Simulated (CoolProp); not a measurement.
A Linde-Hampson liquefier for nitrogen: isothermal reversible compression at 300 K from 1 atm to 20 MPa, throttling to 1 atm, return gas leaving the recuperator 10 K below the feed. Each further row changes one setting.

Values from CoolProp's reference Helmholtz-energy equation of state, Span 2000.

```json
[
 {"case": "as stated", "liquid yield per pass": "[?]", "compression work (kJ/kg of gas)": "472"},
 {"case": "high pressure 40 MPa", "liquid yield per pass": "[?]", "compression work (kJ/kg of gas)": "542"},
 {"case": "warm-end temperature 330 K", "liquid yield per pass": "0.032", "compression work (kJ/kg of gas)": "[?]"},
 {"case": "warm-end gap 15 K", "liquid yield per pass": "[?]", "compression work (kJ/kg of gas)": "472"}
]
```

Problem. What belongs in the gaps?

Solution. 
- as stated, liquid yield per pass: 0.051
- high pressure 40 MPa, liquid yield per pass: 0.070
- warm-end temperature 330 K, compression work (kJ/kg of gas): 522
- warm-end gap 15 K, liquid yield per pass: 0.039
